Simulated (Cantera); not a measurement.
Charge: 1 mol SiH₂Cl₂, 19 mol NH₃, equilibrated at 900 K and 10.0 mbar.

Method: chemical equilibrium by Gibbs-energy minimisation in Cantera with the NASA 1993 tables (ideal gas, pure condensed phases). Candidate condensed phases: NH₄Cl, Si, Si₃N₄; 28 gas species. The numbers say what is thermodynamically allowed, not how fast it happens.

What is the equilibrium state?


| Quantity | Value |
|---|---|
| x(H₂) | 0.725 |
| x(N₂) | 0.225 |
| x(HCl) | 0.0508 |
| x(NH₃) | 3.54e-6 |
| x(SiCl₄) | 3.50e-6 |
| n(Si₃N₄(s)) | 0.333 mol |
| gas amount | 39.33 mol |
| log10 activity of Si(s) (absent) | -6.87 |
